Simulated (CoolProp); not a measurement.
Vapour-liquid equilibrium of R22 (1) + methanol (2) at 0.205 MPa; x and y are mole fractions of (1).

Values from CoolProp's multi-fluid Helmholtz-energy mixture model, Kamei 1995 and de Reuck 1993; pair parameters Bell 2016.

| x | bubble temperature, mixture model (K) | bubble temperature, Raoult's law (K) | y, mixture model | y, Raoult's law |
|---|---|---|---|---|
| 0.05 | 324.2 | 333.7 | 0.720 | 0.599 |
| 0.2 | 282.4 | 295.3 | 0.969 | 0.943 |
| 0.35 | 268.6 | 277.7 | 0.988 | 0.983 |
| 0.5 | 261.5 | 267.1 | 0.994 | 0.993 |
| 0.65 | 256.9 | 259.8 | 0.996 | 0.997 |
| 0.8 | 253.4 | 254.3 | 0.998 | 0.999 |
| 0.95 | 249.9 | 249.9 | 0.999 | 1.000 |

The largest gap from Raoult's law is -12.9 K in bubble temperature, at x = 0.2. No azeotrope shows between x = 0.05 and 0.95.

The pair parameters rest on a limited set of measurements; away from them the model extrapolates.
